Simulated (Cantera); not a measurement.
Source: NASA polynomial tables (part measured, part estimated), evaluated in Cantera. Values are per mole of reaction as written; species without (g) are pure solids or liquids, kept so even where they would boil at 1 bar.

12 CH3(g) + NiS2 → 4 C3H8(g) + Ni + 2 H2S(g)

```csv
T (K),ΔH° (kJ),ΔS° (J/K),ΔG° (kJ),log10 K
498,-2111.3,-931.1,-1647.7,172.82
548,-2113.9,-936.1,-1601.0,152.60
598,(withheld),(withheld),(withheld),(withheld)
648,(withheld),(withheld),(withheld),(withheld)
698,(withheld),(withheld),(withheld),(withheld)
```

Some entries are withheld; supply them.


- 598, ΔH° (kJ): -2115.7
- 598, ΔS° (J/K): -939.1
- 598, ΔG° (kJ): -1554.1
- 598, log10 K: 135.75
- 648, ΔH° (kJ): -2116.5
- 648, ΔS° (J/K): -940.4
- 648, ΔG° (kJ): -1507.1
- 648, log10 K: 121.48
- 698, ΔH° (kJ): -2117.0
- 698, ΔS° (J/K): -941.2
- 698, ΔG° (kJ): -1460.1
- 698, log10 K: 109.26
